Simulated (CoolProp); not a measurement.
Model: reference Helmholtz-energy equation of state, Younglove 1994, in CoolProp. It is a modified Benedict-Webb-Rubin equation, recast in Helmholtz form.

Question: Give the vapour pressure (kPa), liquid density (kg/m³), vapour viscosity (µPa s) of saturated R123 at 294.4, 306.5, 330.7 K.

Answer: 
```json
[
 {"T (K)": "294.4", "p (kPa)": "79.3", "liquid density (kg/m³)": "1470", "vapour viscosity (µPa s)": "10.6"},
 {"T (K)": "306.5", "p (kPa)": "123", "liquid density (kg/m³)": "1440", "vapour viscosity (µPa s)": "11.0"},
 {"T (K)": "330.7", "p (kPa)": "266", "liquid density (kg/m³)": "1380", "vapour viscosity (µPa s)": "11.9"}
]
```

Viscosity comes from a separate model (Tanaka 1996).
